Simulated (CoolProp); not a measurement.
Decamethylcyclopentasiloxane (D5) at several states: density (kg/m³) from the reference equation and from simpler models built on Tc = 345.1 °C, pc = 1078 kPa, ω = 0.631; each cubic takes its own stable root.

Model: reference Helmholtz-energy equation of state, Thol 2019, in CoolProp.

```csv
T (°C),p (kPa),phase,reference
250.25,148,gas,14.01
50.15,4370,liquid,933.7
154.05,48.3,liquid,813.3
70.15,1680,liquid,908.6
185.05,54.5,liquid,776.2
```

### Question
How far does each simpler model (van der Waals, Peng-Robinson) lie from the reference over these 5 states: mean and median of the absolute difference, and the worst?

### Answer
- van der Waals: mean 58.0 %, median 44.3 %, worst -99.4 % at 154.05 °C and 48.3 kPa
- Peng-Robinson: mean 1.9 %, median 1.2 %, worst -3.9 % at 50.15 °C and 4370 kPa

At some of these states van der Waals gives the other phase, because its saturation line lies elsewhere.
